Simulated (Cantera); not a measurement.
Input: 1 mol B2O3, 4.5 mol O2, equilibrated at 17000 Pa.

Cantera equilibrium calculation (NASA polynomials, part measured and part estimated; ideal gas, pure solids and liquids). Candidate condensed phases: B, B2O3; 10 gas species. Kinetics and transport are ignored.

Question: At 1850 K, list the 4 most abundant gas species with their mole fractions, and the condensed phases.

Answer: O2 0.954, B2O3 0.0396, BO2 0.00565, O 0.000457. Condensed: B2O3(l).
